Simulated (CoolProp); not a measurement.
Vapour-liquid equilibrium of isopentane (1) + toluene (2) at 68.25 °C; x and y are mole fractions of (1).

Values from CoolProp's multi-fluid Helmholtz-energy mixture model, Lemmon 2006 and Lemmon 2006; pair parameters Bell 2016.

Q: Give the bubble pressure and the first vapour's composition at x = 0.15, 0.35, 0.75. Is there an azeotrope?

A: x = 0.15: 86.75 kPa, y = 0.742; x = 0.35: 161.8 kPa, y = 0.887; x = 0.75: 272.2 kPa, y = 0.964. No azeotrope shows between x = 0.05 and 0.95.

The pair parameters rest on a limited set of measurements; away from them the model extrapolates.
